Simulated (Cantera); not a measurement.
An adiabatic, constant-volume homogeneous reactor starts with H₂ : O₂ : N₂ : H₂O = 1 : 1.09 : 4.09 : 0.2 (molar parts), equivalence ratio 0.46, at 1775 K and 0.660 bar. Integrator tolerance rtol = 1e-08.

Cantera simulation using GRI-Mech 3.0 (53 species, 325 reactions); the numbers are that mechanism's predictions, not measurements.

Question: What does this change do: pressure from 0.660 bar to 10.0 bar?

Answer: 
```csv
quantity,before,after
time of steepest temperature rise,11.0 µs,0.742 µs
temperature at 3.00 s,2689 K,2831 K
equilibrium temperature,2689 K,2831 K
x(H₂) at 3.00 s,0.00878 (gas-phase equilibrium 0.00878),0.00415 (gas-phase equilibrium 0.00415)
x(O₂) at 3.00 s,0.0831 (gas-phase equilibrium 0.0831),0.0832 (gas-phase equilibrium 0.0832)
x(H₂O) at 3.00 s,0.175 (gas-phase equilibrium 0.175),0.187 (gas-phase equilibrium 0.187)
x(OH) at 3.00 s,0.0267 (gas-phase equilibrium 0.0267),0.0199 (gas-phase equilibrium 0.0199)
x(NO) at 3.00 s,0.0182 (gas-phase equilibrium 0.0182),0.0225 (gas-phase equilibrium 0.0225)
```
The hydrogen kinetics of GRI-Mech 3.0 are dated; newer H2 mechanisms differ, most at raised pressure.

Question: What does this change do: 0.52 parts NO added?

Answer: 
```json
[
 {"quantity": "time of steepest temperature rise", "before": "11.0 µs", "after": "12.0 µs"},
 {"quantity": "temperature at 3.00 s", "before": "2689 K", "after": "2744 K"},
 {"quantity": "equilibrium temperature", "before": "2689 K", "after": "2744 K"},
 {"quantity": "x(H₂) at 3.00 s", "before": "0.00878 (gas-phase equilibrium 0.00878)", "after": "0.00843 (gas-phase equilibrium 0.00843)"},
 {"quantity": "x(O₂) at 3.00 s", "before": "0.0831 (gas-phase equilibrium 0.0831)", "after": "0.109 (gas-phase equilibrium 0.109)"},
 {"quantity": "x(H₂O) at 3.00 s", "before": "0.175 (gas-phase equilibrium 0.175)", "after": "0.156 (gas-phase equilibrium 0.156)"},
 {"quantity": "x(OH) at 3.00 s", "before": "0.0267 (gas-phase equilibrium 0.0267)", "after": "0.0310 (gas-phase equilibrium 0.0310)"},
 {"quantity": "x(NO) at 3.00 s", "before": "0.0182 (gas-phase equilibrium 0.0182)", "after": "0.0224 (gas-phase equilibrium 0.0224)"}
]
```
